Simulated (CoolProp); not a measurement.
C3F8 (R218) along the isobar 0.101 MPa: density (kg/m³) from the reference equation and from simpler models built on Tc = 71.9 °C, pc = 2.640 MPa, ω = 0.317; each cubic takes its own stable root.

Computed with CoolProp (reference Helmholtz-energy equation of state, Lemmon 2006). It is a short technical equation, of lower accuracy than the large ones.

```tsv
T (°C)	phase	reference
-64.25	liquid	1715
-60.05	liquid	1700
-55.75	liquid	1684
-51.55	liquid	1668
-47.35	liquid	1652
-43.05	liquid	1636
-38.85	liquid	1620
-34.65	gas	10.09
-30.35	gas	9.873
-26.15	gas	9.672
-21.95	gas	9.481
-17.65	gas	9.295
-13.45	gas	9.122
```

### Question
How far does each simpler model (van der Waals, Soave-Redlich-Kwong, Peng-Robinson) lie from the reference over these 13 states: mean and median of the absolute difference, and the worst?

### Answer
- van der Waals: mean 54.3 %, median 99.3 %, worst -99.4 % at -38.85 °C and 0.101 MPa
- Soave-Redlich-Kwong: mean 3.0 %, median 5.1 %, worst -5.2 % at -38.85 °C and 0.101 MPa
- Peng-Robinson: mean 4.0 %, median 7.1 %, worst +7.3 % at -47.35 °C and 0.101 MPa

At some of these states van der Waals gives the other phase, because its saturation line lies elsewhere.
